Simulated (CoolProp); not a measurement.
R1132(E) at several states: density (kg/m³) from the reference equation and from simpler models built on Tc = 348.8 K, pc = 5174 kPa, ω = 0.245; each cubic takes its own stable root.

Model: reference Helmholtz-energy equation of state, Akasaka 2024, in CoolProp.

| T (K) | p (kPa) | phase | reference |
|---|---|---|---|
| 306.1 | 2620 | liquid | 889.7 |
| 272 | 4480 | liquid | 1019 |
| 374.2 | 3040 | gas | 76.21 |
| 391.6 | 20.7 | gas | 0.4075 |
| 254.6 | 58.1 | gas | 1.778 |
| 320.4 | 6500 | liquid | 860.8 |

Problem. How far does each simpler model (van der Waals, Redlich-Kwong, Soave-Redlich-Kwong, Peng-Robinson) lie from the reference over these 6 states: mean and median of the absolute difference, and the worst?

Solution. 
- van der Waals: mean 27.8 %, median 18.9 %, worst -89.8 % at 306.1 K and 2620 kPa
- Redlich-Kwong: mean 8.2 %, median 6.9 %, worst -18.6 % at 306.1 K and 2620 kPa
- Soave-Redlich-Kwong: mean 6.5 %, median 5.4 %, worst -14.1 % at 306.1 K and 2620 kPa
- Peng-Robinson: mean 1.5 %, median 1.7 %, worst -3.0 % at 320.4 K and 6500 kPa

At some of these states van der Waals gives the other phase, because its saturation line lies elsewhere.
